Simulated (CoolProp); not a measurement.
Vapour-liquid equilibrium of R1234yf (1) + R227EA (2) at 7.61 bar; x and y are mole fractions of (1).

Model: multi-fluid Helmholtz-energy mixture model, Lemmon 2022 and Lemmon 2016; pair parameters Bell 2016, in CoolProp.

```tsv
x	bubble temperature (K)	y at the bubble point	dew temperature at overall composition x (K)	liquid density (mol/L)
0.05	315.3	0.066	315.5	7.764
0.2	312.9	0.251	313.6	8.005
0.35	310.7	0.419	311.6	8.253
0.5	308.6	0.572	309.6	8.511
0.65	306.6	0.714	307.5	8.778
0.8	304.6	0.844	305.3	9.057
0.95	302.7	0.963	302.9	9.347
```

No azeotrope shows between x = 0.05 and 0.95.

The pair parameters rest on a limited set of measurements; away from them the model extrapolates.
